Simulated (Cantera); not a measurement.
Predominance diagram of Mg at 1250 K against the partial pressures of O₂ and F₂ (log10, bar). Source: NASA polynomial tables (part measured, part estimated), evaluated in Cantera. Candidates: Mg(l), MgF₂(s), MgO(s). Only these pure phases compete in this equilibrium. Not in the tables: oxide halides.

```
log p(F₂) \ log p(O₂)
        columns: -27, -25.2, -23.5, -21.8, -20, -18.2, -16.5, -14.8, -13, -11.2, -9.5, -7.8, -6, -4.2, -2.5, -0.8, 1
      1  A A A A A A A A A A A A A A A A A
   -1.4  A A A A A A A A A A A A A A A A A
   -3.8  A A A A A A A A A A A A A A A A A
   -6.2  A A A A A A A A A A A A A A A A A
   -8.6  A A A A A A A A A A A A A A A A A
    -11  A A A A A A A A A A A A A A A A A
  -13.4  A A A A A A A A A A A A A A A A A
  -15.8  A A A A A A A A A A A A A A A A A
  -18.2  A A A A A A A A A A A A A A A A B
  -20.6  A A A A A A A A A A A A A A B B B
    -23  A A A A A A A A A A A B B B B B B
```

A: MgF₂(s); B: MgO(s).
